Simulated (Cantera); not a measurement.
# Reactions in the system H-N-O-P

Source: NASA polynomial tables (part measured, part estimated), evaluated in Cantera. Values are per mole of reaction as written; species without (g) are pure solids or liquids, kept so even where they would boil at 1 bar.

4 NH3(g) + P4O10 + 6 N(g) = 10 NO(g) + 4 PH3(g)

| T (K) | ΔH° (kJ) | ΔS° (J/K) | ΔG° (kJ) | log10 K |
|---|---|---|---|---|
| 473 | 1280.6 | 999.7 | 807.7 | -89.20 |
| 498 | 1278.1 | 994.6 | 782.8 | -82.10 |
| 523 | 1275.5 | 989.5 | 758.0 | -75.70 |
| 548 | 1272.7 | 984.3 | 733.3 | -69.90 |
| 573 | 1269.8 | 979.1 | 708.8 | -64.61 |
| 598 | 1266.7 | 973.8 | 684.4 | -59.78 |
| 623 | 1263.5 | 968.6 | 660.1 | -55.34 |
| 648 | 1260.2 | 963.3 | 635.9 | -51.26 |
| 673 | 1256.7 | 958.1 | 611.9 | -47.49 |
